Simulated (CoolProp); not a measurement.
Carbon monoxide along the isotherm -128.85 °C: Z from the reference equation and from simpler models built on Tc = -140.3 °C, pc = 3.498 MPa, ω = 0.050; each cubic takes its own stable root.

Model: reference Helmholtz-energy equation of state, Lemmon 2006, in CoolProp. It is a short technical equation, of lower accuracy than the large ones.

| p (MPa) | phase | reference | van der Waals | Redlich-Kwong |
|---|---|---|---|---|
| 2.19 | gas | 0.8169 | 0.8241 | 0.8132 |
| 4.37 | supercritical | [?] | 0.5281 | 0.5557 |
| 6.56 | supercritical | 0.3773 | 0.4392 | 0.4093 |
| 8.75 | supercritical | 0.4269 | 0.5200 | 0.4536 |
| 10.9 | supercritical | 0.4930 | 0.6072 | 0.5146 |
| 13.1 | supercritical | 0.5632 | 0.6974 | 0.5801 |
| 15.3 | supercritical | 0.6333 | [?] | 0.6459 |
| 17.5 | supercritical | 0.7029 | 0.8758 | 0.7113 |
| 19.7 | supercritical | 0.7716 | 0.9637 | 0.7761 |
| 21.9 | supercritical | 0.8395 | 1.051 | 0.8402 |
| 24.1 | supercritical | 0.9067 | 1.137 | 0.9036 |
| 26.2 | supercritical | [?] | 1.219 | 0.9636 |
| 28.4 | supercritical | 1.036 | 1.304 | 1.026 |
| 30.6 | supercritical | 1.101 | 1.388 | 1.087 |
| 32.8 | supercritical | 1.165 | 1.471 | 1.148 |
| 35 | supercritical | 1.229 | 1.555 | 1.209 |

**Question.** Complete the blanks.

**Answer.** 
- 4.37, reference: 0.5596
- 15.3, van der Waals: 0.7870
- 26.2, reference: 0.9700
